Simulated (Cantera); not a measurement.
Mixture: C2H4 : O2 : N2 : H2O : CO2 = 1 : 3.09 : 11.6 : 0.76 : 0.11 (molar parts), equivalence ratio 0.97, at 10.0 bar, adiabatic and at constant volume. Ignition delay is the time to a rise of 400 K.

Cantera simulation using GRI-Mech 3.0 (53 species, 325 reactions); the numbers are that mechanism's predictions, not measurements. GRI-Mech 3.0 was tuned for natural gas; its chemistry of ethylene as a main component is partial and can be far from experiment.

Problem. Predict: delay at 1175 K; delay at 1375 K; delay at 1575 K; delay at 1775 K; apparent activation energy between 1675 and 1875 K.

Solution. 
```
Item                                                    Value
--------------------------------------------------  ---------
delay at 1175 K                                       1.07 ms
delay at 1375 K                                       24.6 µs
delay at 1575 K                                       3.26 µs
delay at 1775 K                                       1.39 µs
apparent activation energy between 1675 and 1875 K  88 kJ/mol
```
